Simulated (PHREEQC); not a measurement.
1 kg of water holding 0.21 mol/kgw KCl meets 20 L of dry gas (CO2 1 by moles) at fixed total pressure, at 80 °C; fugacities by Peng-Robinson. The gases take part in no redox reaction, some water evaporates into the gas, and hydrates or a liquid gas phase aren't modelled. Nothing may precipitate in this run.

Computed with PHREEQC (ion-association model, phreeqc.dat).

**Question.** Predict dissolved CO2 (all carbonate carbon) (mol/kgw), φ of CO2 at P (atm) = 5, 300.

**Answer.** 
| P (atm) | dissolved CO2 (all carbonate carbon) (mol/kgw) | φ of CO2 |
|---|---|---|
| 5 | 0.0539 | 0.984 |
| 300 | 1.25 | 0.447 |

Complexes and solids missing from the database can't appear. Constants without temperature data keep their 25 °C values here.
